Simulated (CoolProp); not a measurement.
Model: reference Helmholtz-energy equation of state, Gao 2016, in CoolProp.

For sulfur dioxide, give the phase and the speed of sound (m/s) at 350.2 K and 1.01 bar; 354.9 K and 1.01 bar; 369 K and 1.01 bar.


- 350.2 K and 1.01 bar: gas; speed of sound 237
- 354.9 K and 1.01 bar: gas; speed of sound 238
- 369 K and 1.01 bar: gas; speed of sound 243
